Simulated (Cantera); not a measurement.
What does this Cantera script print?

```python
import numpy as np
import cantera as ct

gas_names = """
    C CO COS CO2 CS CS2 C2 C2O C3 C3O2 C4 C5 Fe FeC5O5 FeO O O2 O3 S SO SO2 SO3 S2 S2O S8
""".split()
cond_names = """
    C(gr) Fe(a) Fe(c) Fe(d) Fe(L) FeC5O5(L) FeO(s) FeO(L) FeS(a) FeS(b) FeS(c) FeS(L) FeSO4(s) FeS2(s)
    Fe2O3(s) Fe2S3O12(s) Fe3O4(s) S(cr1) S(cr2) S(L)
""".split()


def load(file, names, dense=False):
    # The tables refer to 1 bar. Condensed volumes are neglected.
    table = {s.name: s for s in ct.Species.list_from_file(file)}
    out = []
    for n in names:
        d = dict(table[n].input_data)
        d["thermo"] = dict(d["thermo"], **{"reference-pressure": 1e5})
        if dense:
            d["equation-of-state"] = {"model": "constant-volume", "density": "1e6 g/cm^3"}
        out.append(ct.Species.from_dict(d))
    return out


gas = ct.Solution(thermo="ideal-gas", species=load("nasa_gas.yaml", gas_names))
cond = {s.name: ct.Solution(thermo="fixed-stoichiometry", species=[s], name=s.name)
        for s in load("nasa_condensed.yaml", cond_names, dense=True)}
atoms = {
    'FeS': {'Fe': 1, 'S': 1},
    'O2': {'O': 2},
    'CO2': {'C': 1, 'O': 2},
}
top_T = {'C(gr)': 4500, 'FeSO4(s)': 950, 'FeS2(s)': 1010, 'Fe2O3(s)': 1830, 'Fe2S3O12(s)': 1100, 'Fe3O4(s)': 1870}  # K; cautious upper limits of use, not melting points


def equilibrate(T, P, feed):
    n = {}
    for name, mol in feed.items():
        for a, k in atoms[name].items():
            n[a] = n.get(a, 0.0) + k * mol
    gas.TPX = T, P, n
    mass = sum(n.values()) * gas.mean_molecular_weight
    gas.equilibrate("TP")
    valid = [c for c in cond.values() if c.min_temp <= T <= top_T.get(c.name, c.max_temp)]
    mix = ct.Mixture([(gas, mass / gas.mean_molecular_weight)] + [(c, 0.0) for c in valid])
    mix.T, mix.P = T, P
    mix.equilibrate("TP", solver="vcs", rtol=1e-11, max_steps=5000)
    return mix


results = []
T = 1123.15  # K
P = 1100  # Pa
for m in [0.24, 0.31, 0.4, 0.51, 0.66, 0.85, 1.1, 1.4, 1.8, 2.3, 2.9, 3.8, 4.8]:
    feed = {'FeS': 1, 'O2': m, 'CO2': 0.32}  # mol
    mix = equilibrate(T, P, feed)
    results.append((T, P, feed, dict(zip(mix.species_names, mix.species_moles))))
    x = sorted(zip(gas.X, gas.species_names), reverse=True)
    print(f"T = {T:g} K  P = {P:g} Pa  n(O2) = {m:g} mol  gas = {mix.phase_moles(0):.4g} mol")
    print("   x: " + "  ".join(f"{s} {v:.3e}" for v, s in x if v > 1e-05))
    print("   condensed (mol): " + ("  ".join(f"{mix.phase(i).name} {mix.phase_moles(i):.4g}"
          for i in range(1, mix.n_phases) if mix.phase_moles(i) > 1e-12) or "none"))
```

It prints:

```
T = 1123.15 K  P = 1100 Pa  n(O2) = 0.24 mol  gas = 0.4694 mol
   x: CO2 6.678e-01  SO2 2.803e-01  S2 3.686e-02  CO 1.363e-02  S2O 7.990e-04  COS 3.597e-04  SO 2.347e-04
   condensed (mol): FeS(c) 0.8328  Fe3O4(s) 0.05573
T = 1123.15 K  P = 1100 Pa  n(O2) = 0.31 mol  gas = 0.5121 mol
   x: CO2 6.126e-01  SO2 3.317e-01  S2 4.218e-02  CO 1.188e-02  S2O 9.617e-04  COS 3.355e-04  SO 2.641e-04
   condensed (mol): FeS(c) 0.7856  Fe3O4(s) 0.07146
T = 1123.15 K  P = 1100 Pa  n(O2) = 0.4 mol  gas = 0.5671 mol
   x: CO2 5.537e-01  SO2 3.866e-01  S2 4.768e-02  CO 1.026e-02  S2O 1.138e-03  COS 3.079e-04  SO 2.940e-04
   condensed (mol): FeS(c) 0.725  Fe3O4(s) 0.09166
T = 1123.15 K  P = 1100 Pa  n(O2) = 0.51 mol  gas = 0.6344 mol
   x: CO2 4.953e-01  SO2 4.410e-01  S2 5.296e-02  CO 8.823e-03  S2O 1.315e-03  SO 3.223e-04  COS 2.791e-04
   condensed (mol): FeS(c) 0.651  Fe3O4(s) 0.1163
T = 1123.15 K  P = 1100 Pa  n(O2) = 0.66 mol  gas = 0.7261 mol
   x: SO2 4.989e-01  CO2 4.331e-01  S2 5.847e-02  CO 7.433e-03  S2O 1.507e-03  SO 3.514e-04  COS 2.471e-04
   condensed (mol): FeS(c) 0.5502  Fe3O4(s) 0.1499
T = 1123.15 K  P = 1100 Pa  n(O2) = 0.85 mol  gas = 0.8422 mol
   x: SO2 5.544e-01  CO2 3.735e-01  S2 6.361e-02  CO 6.211e-03  S2O 1.692e-03  SO 3.783e-04  COS 2.154e-04
   condensed (mol): FeS(c) 0.4226  Fe3O4(s) 0.1925
T = 1123.15 K  P = 1100 Pa  n(O2) = 1.1 mol  gas = 0.9951 mol
   x: SO2 6.077e-01  CO2 3.163e-01  S2 6.845e-02  CO 5.117e-03  S2O 1.871e-03  SO 4.034e-04  COS 1.840e-04
   condensed (mol): FeS(c) 0.2548  Fe3O4(s) 0.2484
T = 1123.15 K  P = 1100 Pa  n(O2) = 1.4 mol  gas = 1.178 mol
   x: SO2 6.535e-01  CO2 2.671e-01  S2 7.255e-02  CO 4.229e-03  S2O 2.027e-03  SO 4.245e-04  COS 1.566e-04
   condensed (mol): FeS(c) 0.05344  Fe3O4(s) 0.3155
T = 1123.15 K  P = 1100 Pa  n(O2) = 1.8 mol  gas = 1.365 mol
   x: SO2 7.255e-01  CO2 2.344e-01  O2 3.316e-02  SO3 6.928e-03
   condensed (mol): Fe2O3(s) 0.5
T = 1123.15 K  P = 1100 Pa  n(O2) = 2.3 mol  gas = 1.856 mol
   x: SO2 5.239e-01  O2 2.889e-01  CO2 1.724e-01  SO3 1.477e-02
   condensed (mol): Fe2O3(s) 0.5
T = 1123.15 K  P = 1100 Pa  n(O2) = 2.9 mol  gas = 2.453 mol
   x: O2 4.618e-01  SO2 3.937e-01  CO2 1.305e-01  SO3 1.403e-02
   condensed (mol): Fe2O3(s) 0.5
T = 1123.15 K  P = 1100 Pa  n(O2) = 3.8 mol  gas = 3.35 mol
   x: O2 6.060e-01  SO2 2.868e-01  CO2 9.551e-02  SO3 1.171e-02
   condensed (mol): Fe2O3(s) 0.5
T = 1123.15 K  P = 1100 Pa  n(O2) = 4.8 mol  gas = 4.349 mol
   x: O2 6.965e-01  SO2 2.203e-01  CO2 7.358e-02  SO3 9.641e-03
   condensed (mol): Fe2O3(s) 0.5
```

Equilibrium computed with Cantera from the NASA thermochemical tables; the gas is ideal and each condensed phase is pure. Mutual solubility and eutectic melting of coexisting phases are not modelled. FeS: taken at fixed stoichiometry. Gases not in the tables: S3 to S7.
